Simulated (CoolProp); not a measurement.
Vapour-liquid equilibrium of n-butane (1) + benzene (2) at 0.455 MPa; x and y are mole fractions of (1).

Model: multi-fluid Helmholtz-energy mixture model, Bücker 2006 and Thol 2012; pair parameters Bell 2016, in CoolProp.

Q: Give the bubble temperature and the first vapour's composition at x = 0.15, 0.45, 0.75. Is there an azeotrope?

A: x = 0.15: 378.7 K, y = 0.581; x = 0.45: 343.8 K, y = 0.889; x = 0.75: 328.9 K, y = 0.961. No azeotrope shows between x = 0.05 and 0.95.

The pair parameters rest on a limited set of measurements; away from them the model extrapolates.
